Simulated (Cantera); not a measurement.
A perfectly stirred reactor is fed with CH4 : O2 : N2 : H2O = 1 : 3.7 : 28.1 : 1.2 (molar parts), equivalence ratio 0.54, at 4.74 atm; it is adiabatic with a 425 K inlet, and is followed from long to short residence time, starting on the burning branch (τ in s: 0.034, 0.015, 0.0064, 0.0028, 0.0012, 0.00053, 0.00023, 0.0001, 4.4e-05, 1.9e-05, 8.4e-06).

Cantera simulation using GRI-Mech 3.0 (53 species, 325 reactions); the numbers are that mechanism's predictions, not measurements.

Question: What does this change do: 3.4 parts H2 added?

Answer: 
```json
[
 {"quantity": "state", "before": "not burning at any residence time tried", "after": "not reached"},
 {"quantity": "x(CH4) at τ = 34.0 ms", "before": "0.0294", "after": "1.36e-5"},
 {"quantity": "x(O2) at τ = 34.0 ms", "before": "0.109", "after": "0.00151"},
 {"quantity": "x(H2O) at τ = 34.0 ms", "before": "0.0353", "after": "0.182"},
 {"quantity": "x(H2) at τ = 34.0 ms", "before": "<1e-12", "after": "0.00203"},
 {"quantity": "x(CH2) at τ = 34.0 ms", "before": "<1e-12", "after": "1.14e-7"},
 {"quantity": "x(CH4) at τ = 0.530 ms", "before": "0.0294", "after": "0.000281"},
 {"quantity": "x(O2) at τ = 0.530 ms", "before": "0.109", "after": "0.00696"},
 {"quantity": "x(H2O) at τ = 0.530 ms", "before": "0.0353", "after": "0.174"},
 {"quantity": "x(H2) at τ = 0.530 ms", "before": "<1e-12", "after": "0.00748"},
 {"quantity": "x(CH2) at τ = 0.530 ms", "before": "<1e-12", "after": "1.85e-6"},
 {"quantity": "blow-out, bracketed by the residence times tried", "before": "not reached", "after": "burning at 0.530 ms, out at 0.230 ms"}
]
```

Question: What does this change do: N2 28.1 to 17 parts?

Answer: 
| quantity | before | after |
|---|---|---|
| state | not burning at any residence time tried | not reached |
| x(CH4) at τ = 34.0 ms | 0.0294 | 0.000145 |
| x(O2) at τ = 34.0 ms | 0.109 | 0.0751 |
| x(H2O) at τ = 34.0 ms | 0.0353 | 0.139 |
| x(H2) at τ = 34.0 ms | <1e-12 | 6.20e-5 |
| x(CH2) at τ = 34.0 ms | <1e-12 | 1.52e-8 |
| x(CH4) at τ = 0.530 ms | 0.0294 | 0.0437 |
| x(O2) at τ = 0.530 ms | 0.109 | 0.162 |
| x(H2O) at τ = 0.530 ms | 0.0353 | 0.0524 |
| x(H2) at τ = 0.530 ms | <1e-12 | <1e-12 |
| x(CH2) at τ = 0.530 ms | <1e-12 | <1e-12 |
| blow-out, bracketed by the residence times tried | not reached | burning at 15.0 ms, out at 6.40 ms |
